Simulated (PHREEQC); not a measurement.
Acid rinse or clean (model solution)

Dissolve 0.0014 mol HCl and 0.01 mol MgCl2 per kg of water at 65 °C. Closed to the air; pH follows from the charge balance.

All values are PHREEQC results (ion-association model, phreeqc.dat), not measurements.

pH: 2.92
ionic strength: 0.0314 mol/kgw
specific conductance: 5550 µS/cm
total alkalinity: -1.40 meq/kg

| species | molality | activity | log γ |
|---|---|---|---|
| Cl- | 0.0214 | 0.0178 | -0.080 |
| Mg+2 | 0.0100 | 0.00515 | -0.289 |
| H+ | 0.00140 | 0.00121 | -0.064 |

This is a speciation only: nothing precipitates in the calculation. Constants without temperature data keep their 25 °C values here.
